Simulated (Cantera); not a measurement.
Input (Python, Cantera):

```python
import numpy as np
import cantera as ct

gas = ct.Solution("h2o2.yaml")
gas.TPX = 598, 13332, {'H2': 1, 'O2': 0.926, 'N2': 3.48}
flame = ct.FreeFlame(gas, width=0.16)
flame.set_refine_criteria(ratio=3, slope=0.08, curve=0.16)
flame.transport_model = "mixture-averaged"
flame.solve(loglevel=0, auto=True)
flame.transport_model = "multicomponent"
flame.soret_enabled = True
flame.solve(loglevel=0, refine_grid=True)
z, T = flame.grid, flame.T
thick = (T[-1] - T[0]) / np.gradient(T, z).max()
show = ['H2', 'O2', 'H', 'OH', 'H2O2', 'O']
print(f"laminar burning velocity  {flame.velocity[0] * 100:.3f} cm/s")
print(f"burnt temperature         {T[-1]:.1f} K")
print(f"thermal thickness         {thick * 1e3:.4f} mm")
print(f"grid points               {len(z)}")
z0 = z[flame.heat_release_rate.argmax()]
print(f"{'z/mm':>9s}{'T/K':>9s}{'u/(m/s)':>9s}" + "".join(f"{s:>11s}" for s in show))
rows = []
for k in (-3, -2, -1.5, -1, -0.5, -0.25, 0, 0.25, 0.5, 1, 2, 4, 8):
    zz = z0 + k * thick
    rows.append([k * thick, np.interp(zz, z, T), np.interp(zz, z, flame.velocity),
                 *(np.interp(zz, z, flame.X[gas.species_index(s)]) for s in show)])
    print(f"{rows[-1][0] * 1e3:9.3f}{rows[-1][1]:9.1f}{rows[-1][2]:9.3f}" + "".join(f"{x:11.3e}" for x in rows[-1][3:]))
```

Output:

```
laminar burning velocity  367.322 cm/s
burnt temperature         1953.7 K
thermal thickness         6.0294 mm
grid points               125
     z/mm      T/K  u/(m/s)         H2         O2          H         OH       H2O2          O
  -18.088    598.0    3.673  1.850e-01  1.713e-01  5.108e-15  1.806e-17  1.219e-16  3.733e-16
  -12.059    598.0    3.673  1.850e-01  1.713e-01  1.782e-11  4.874e-14  6.891e-14  8.714e-13
   -9.044    598.0    3.673  1.850e-01  1.713e-01  1.596e-09  3.817e-12  4.990e-12  5.914e-11
   -6.029    598.0    3.673  1.849e-01  1.713e-01  4.824e-07  3.913e-09  2.867e-09  1.371e-08
   -3.015    614.7    3.752  1.783e-01  1.718e-01  3.615e-04  5.020e-05  1.395e-06  1.549e-05
   -1.507    746.3    4.474  1.503e-01  1.687e-01  5.484e-03  3.448e-04  1.138e-06  3.389e-04
    0.000   1056.6    6.190  6.947e-02  1.356e-01  2.823e-02  2.426e-03  9.940e-07  5.929e-03
    1.507   1291.9    7.513  1.949e-02  9.807e-02  3.576e-02  5.888e-03  1.148e-06  1.412e-02
    3.015   1407.8    8.147  1.366e-02  9.083e-02  2.970e-02  7.568e-03  8.548e-07  1.526e-02
    6.029   1532.7    8.805  1.219e-02  8.812e-02  2.095e-02  9.264e-03  5.076e-07  1.368e-02
   12.059   1657.1    9.442  1.002e-02  8.640e-02  1.280e-02  1.037e-02  2.669e-07  1.083e-02
   24.118   1768.1    9.995  7.111e-03  8.552e-02  6.507e-03  1.031e-02  1.432e-07  7.411e-03
   48.235   1854.1   10.416  4.191e-03  8.545e-02  2.623e-03  8.903e-03  8.241e-08  4.257e-03
```

Model: the H2/O2 subset of GRI-Mech 3.0, which has no nitrogen chemistry, integrated in Cantera. Burning velocities carry a grid error of a few per cent, more on coarse grids. Lean hydrogen flames are cellular in practice and burn faster than this planar one.
